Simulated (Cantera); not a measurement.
## Thermodynamics of sublimation and decomposition of ceramics, feed SiC + C + N2

Input: 1 mol SiC, 0.052 mol C, 0.79 mol N2, equilibrated at 0.00133 bar.

These are equilibrium values from Cantera (NASA tables, ideal gas, pure condensed phases), not measurements of a reactor. Candidate condensed phases: C, Si, SiC, Si3N4; 32 gas species. Ions and electrons are included (thermal ionisation). The tables' values for SiN are old estimates; treat these amounts as uncertain. Kinetics and transport are ignored.

```tsv
T (K)	x Si	x N2	x C	x N	x SiC2	x C3	x CN	x e-	x Si+	x C2
3000	0.366	0.374	0.0243	0.000233	0.127	0.0615	0.0349	3.12e-5	3.70e-5	0.00975
3250	0.399	0.322	0.0962	0.000959	0.0417	0.0611	0.0537	0.000127	0.000137	0.0231
3500	0.382	0.279	0.224	0.00321	0.00733	0.0222	0.0554	0.000393	0.000403	0.0248
3750	0.361	0.263	0.310	0.00943	0.000709	0.00273	0.0391	0.00103	0.00104	0.0117
4000	0.350	0.254	0.338	0.0245	6.29e-5	0.000240	0.0239	0.00242	0.00242	0.00407
4250	0.338	0.236	0.344	0.0558	6.57e-6	2.35e-5	0.0143	0.00513	0.00513	0.00142
4500	0.321	0.202	0.338	0.111	8.11e-7	2.70e-6	0.00843	0.00992	0.00991	0.000525
4750	0.295	0.150	0.324	0.190	1.14e-7	3.60e-7	0.00473	0.0176	0.0176	0.000204
5000	0.264	0.0925	0.306	0.276	1.82e-8	5.52e-8	0.00247	0.0292	0.0291	8.33e-5
```
x: gas mole fraction; nothing condenses.

From 3000 K to 5000 K nothing is condensed. The main Si-bearing gas is Si throughout.
